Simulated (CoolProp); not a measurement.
Properties of hydrogen sulfide at several states (Tc = 373.1 K, pc = 8.999 MPa, ω = 0.101).

Model: reference Helmholtz-energy equation of state, Lemmon 2006, in CoolProp. It is a short technical equation, of lower accuracy than the large ones.

| T (K) | p (MPa) | phase | cv (kJ/(kg K)) | viscosity (µPa s) |
|---|---|---|---|---|
| 639.4 | 0.011 | gas | 0.9219 | 25.3 |
| 632.1 | 0.184 | gas | 0.9184 | 25.1 |
| 298.6 | 0.0188 | gas | 0.7579 | 12.1 |

Viscosity comes from a separate model (Quiñones-Cisneros 2012).
